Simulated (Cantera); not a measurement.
A Cantera script and its output.

```python
import numpy as np
import cantera as ct

gas = ct.Solution("gri30.yaml")
gas.TPX = 1175, 100000, {'C3H8': 1, 'O2': 2.17, 'N2': 8.17}
reactor = ct.IdealGasConstPressureReactor(gas, energy="on", clone=False)
net = ct.ReactorNet([reactor])
net.rtol, net.atol = 1e-08, 1e-16
show = ['C3H8', 'O2', 'HCN', 'C2H', 'NO', 'CH2CO', 'H2']
times = np.geomspace(7e-06, 8, 11)

steps = ct.SolutionArray(gas, extra=["t"])
rows = []
print(f"{'t/s':>10s}{'T/K':>9s}{'P/Pa':>11s}" + "".join(f"{s:>11s}" for s in show))
for t in times:
    while net.time < t:
        t_next = net.step()
        steps.append(gas.state, t=t_next)
    rows.append([np.interp(t, steps.t, y) for y in (steps.T, steps.P, *steps(*show).X.T)])
    print(f"{t:10.3e}{rows[-1][0]:9.1f}{rows[-1][1]:11.4g}" + "".join(f"{x:11.3e}" for x in rows[-1][2:]))
rate = np.gradient(steps.T, steps.t)
print("integrator steps:", len(steps.t))
if steps.T.max() > steps.T[0] + 200:
    print(f"time of steepest temperature rise: {steps.t[rate.argmax()]:.4e} s")
gas.TPX = 1175, 100000, {'C3H8': 1, 'O2': 2.17, 'N2': 8.17}
gas.equilibrate("HP")
print(f"equilibrium (HP): T = {gas.T:.1f} K  " + "  ".join(f"{s} {gas[s].X[0]:.3e}" for s in show))
```

Output:

```
       t/s      T/K       P/Pa       C3H8         O2        HCN        C2H         NO      CH2CO         H2
 7.000e-06   1175.0      1e+05  8.818e-02  1.914e-01  5.065e-23  1.866e-24  3.119e-20  1.301e-13  1.483e-07
 2.824e-05   1175.0      1e+05  8.817e-02  1.914e-01  2.228e-21  4.268e-22  2.858e-19  1.877e-11  9.437e-07
 1.139e-04   1174.8      1e+05  8.812e-02  1.913e-01  5.290e-19  3.650e-19  5.491e-18  2.697e-09  8.493e-06
 4.597e-04   1174.6      1e+05  8.767e-02  1.911e-01  2.846e-17  5.101e-17  1.174e-16  2.457e-07  7.591e-05
 1.855e-03   1174.4      1e+05  8.563e-02  1.902e-01  2.064e-16  1.623e-15  8.361e-16  6.181e-06  3.887e-04
 7.483e-03   1181.9      1e+05  7.312e-02  1.832e-01  4.292e-15  1.840e-13  1.664e-14  1.954e-04  2.966e-03
 3.019e-02   2161.9      1e+05  4.068e-19  1.199e-07  4.026e-05  1.548e-09  1.171e-04  1.012e-08  1.883e-01
 1.218e-01   2162.3      1e+05  6.569e-31  1.264e-07  1.261e-06  1.112e-16  2.787e-05  2.121e-13  1.883e-01
 4.915e-01   2162.5      1e+05  5.324e-31  1.267e-07  3.799e-07  1.007e-16  8.835e-06  1.928e-13  1.883e-01
 1.983e+00   2162.5      1e+05  5.287e-31  1.268e-07  3.192e-07  1.004e-16  7.461e-06  1.921e-13  1.883e-01
 8.000e+00   2162.5      1e+05  5.287e-31  1.268e-07  3.192e-07  1.004e-16  7.461e-06  1.921e-13  1.883e-01
integrator steps: 2385
time of steepest temperature rise: 1.0847e-02 s
equilibrium (HP): T = 2162.5 K  C3H8 6.958e-31  O2 1.268e-07  HCN 3.192e-07  C2H 1.135e-16  NO 7.461e-06  CH2CO 2.173e-13  H2 1.883e-01
```

Cantera simulation using GRI-Mech 3.0 (53 species, 325 reactions); the numbers are that mechanism's predictions, not measurements. GRI-Mech 3.0 was tuned for natural gas; its chemistry of propane as a main component is partial and can be far from experiment.
